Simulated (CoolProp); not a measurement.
R1234yf at several states: Z from the reference equation and from simpler models built on Tc = 367.8 K, pc = 3384 kPa, ω = 0.276; each cubic takes its own stable root.

Values from CoolProp's reference Helmholtz-energy equation of state, Lemmon 2022.

```tsv
T (K)	p (kPa)	phase	reference	van der Waals	Peng-Robinson
388.3	3620	supercritical	0.5891	0.5828	0.5781
289.5	1040	liquid	0.04378	0.8044	0.04383
137.1	334	liquid	0.02173	0.03786	0.02241
```

At some of these states van der Waals gives the other phase, because its saturation line lies elsewhere.
